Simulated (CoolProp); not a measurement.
The fluid at 298.15 K and 0.116 MPa flows at 0.077 m/s in a round tube of 2 mm bore and 1.5 µm roughness, fully developed (64/Re and Nu = 3.66 if laminar; Colebrook and Gnielinski if turbulent). The same conditions are run with several fluids, on thermodynamics alone (safety and materials aside).

Model: reference Helmholtz-energy equation of state of each fluid (C2F6 (R116): Lemmon 2006; normal hydrogen: Leachman 2009; R404A: Lemmon 2003; ethane: Bücker 2006; CF4 (R14): Platzer 1990), in CoolProp. The equations of Platzer and Polt are older, rougher fits. Blends and air are pseudo-pure fits.

```json
[
 {"fluid": "C2F6 (R116)", "Reynolds number": "?", "Darcy friction factor": "?", "pressure drop (Pa/m)": "?", "heat-transfer coefficient (W/(m² K))": "27.1", "mass flow (kg/h)": "?"},
 {"fluid": "normal hydrogen", "Reynolds number": "?", "Darcy friction factor": "39.2", "pressure drop (Pa/m)": "5.48", "heat-transfer coefficient (W/(m² K))": "?", "mass flow (kg/h)": "8.21e-5"},
 {"fluid": "R404A", "Reynolds number": "58.7", "Darcy friction factor": "1.09", "pressure drop (Pa/m)": "?", "heat-transfer coefficient (W/(m² K))": "24.7", "mass flow (kg/h)": "0.00406"},
 {"fluid": "ethane", "Reynolds number": "23.4", "Darcy friction factor": "2.74", "pressure drop (Pa/m)": "5.76", "heat-transfer coefficient (W/(m² K))": "?", "mass flow (kg/h)": "0.00124"},
 {"fluid": "CF4 (R14)", "Reynolds number": "36.9", "Darcy friction factor": "1.73", "pressure drop (Pa/m)": "10.6", "heat-transfer coefficient (W/(m² K))": "29.3", "mass flow (kg/h)": "0.00360"}
]
```

Complete the blanks.


- C2F6 (R116), Reynolds number: 71.3
- C2F6 (R116), Darcy friction factor: 0.898
- C2F6 (R116), pressure drop (Pa/m): 8.70
- C2F6 (R116), mass flow (kg/h): 0.00569
- normal hydrogen, Reynolds number: 1.63
- normal hydrogen, heat-transfer coefficient (W/(m² K)): 340
- R404A, pressure drop (Pa/m): 7.52
- ethane, heat-transfer coefficient (W/(m² K)): 38.4

Transport values come from each fluid's own correlations; those of C2F6 (R116), CF4 (R14) are estimates that may be off by 10 % or more.
